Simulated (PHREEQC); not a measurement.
0.35 g of hydrous ferric oxide (600 m²/g; 0.2 weak and 0.005 strong sites per Fe, Dzombak-Morel constants, diffuse double layer) in 1 kg of water with 0.3 mol/kgw of an inert sodium salt and 0.001 mol BaCl2, at 25 °C; the pH is set by adding NaOH or the inert anion's acid. O2 is buffered at 0.21 atm. CO2 from the air is kept out. Precipitation was switched off in this run.

Computed with PHREEQC (ion-association model, wateq4f.dat).

Task: Predict Ba sorbed (%), surface charge σ (C/m²) at pH = 6.25, 6.62, 7.38, 7.75, 9.25.

Result: 
```json
[
 {"pH": "6.25", "Ba sorbed (%)": "0.2", "surface charge σ (C/m²)": "0.130"},
 {"pH": "6.62", "Ba sorbed (%)": "0.6", "surface charge σ (C/m²)": "0.097"},
 {"pH": "7.38", "Ba sorbed (%)": "1.6", "surface charge σ (C/m²)": "0.046"},
 {"pH": "7.75", "Ba sorbed (%)": "1.8", "surface charge σ (C/m²)": "0.024"},
 {"pH": "9.25", "Ba sorbed (%)": "7.5", "surface charge σ (C/m²)": "-0.052"}
]
```
